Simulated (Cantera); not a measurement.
## NO annealing gas

A perfectly stirred reactor is fed with 52.6 % NO, 47.4 % N2, at 0.500 bar; it is held at 1725 K, and followed from long to short residence time.

Cantera simulation using GRI-Mech 3.0 (53 species, 325 reactions); the numbers are that mechanism's predictions, not measurements.

```json
[
 {"τ (s)": "9.3", "x NO": "0.362", "x O": "2.44e-5", "x N2": "0.556", "x O2": "0.0815", "x N2O": "4.94e-5", "x NO2": "0.000476"},
 {"τ (s)": "3.9", "x NO": "0.433", "x O": "1.89e-5", "x N2": "0.520", "x O2": "0.0462", "x N2O": "7.12e-5", "x NO2": "0.000435"},
 {"τ (s)": "1.6", "x NO": "0.481", "x O": "1.40e-5", "x N2": "0.496", "x O2": "0.0225", "x N2O": "8.84e-5", "x NO2": "0.000352"},
 {"τ (s)": "0.67", "x NO": "0.505", "x O": "1.06e-5", "x N2": "0.484", "x O2": "0.0101", "x N2O": "9.80e-5", "x NO2": "0.000273"},
 {"τ (s)": "0.28", "x NO": "0.517", "x O": "8.44e-6", "x N2": "0.478", "x O2": "0.00431", "x N2O": "0.000102", "x NO2": "0.000217"},
 {"τ (s)": "0.12", "x NO": "0.522", "x O": "7.23e-6", "x N2": "0.476", "x O2": "0.00180", "x N2O": "0.000101", "x NO2": "0.000183"},
 {"τ (s)": "0.049", "x NO": "0.525", "x O": "6.39e-6", "x N2": "0.474", "x O2": "0.000667", "x N2O": "9.45e-5", "x NO2": "0.000159"},
 {"τ (s)": "0.020", "x NO": "0.526", "x O": "5.54e-6", "x N2": "0.474", "x O2": "0.000215", "x N2O": "8.07e-5", "x NO2": "0.000134"},
 {"τ (s)": "0.0085", "x NO": "0.526", "x O": "4.38e-6", "x N2": "0.474", "x O2": "5.60e-5", "x N2O": "6.02e-5", "x NO2": "9.90e-5"}
]
```
x: mole fraction; the columns are a selection and need not sum to one.
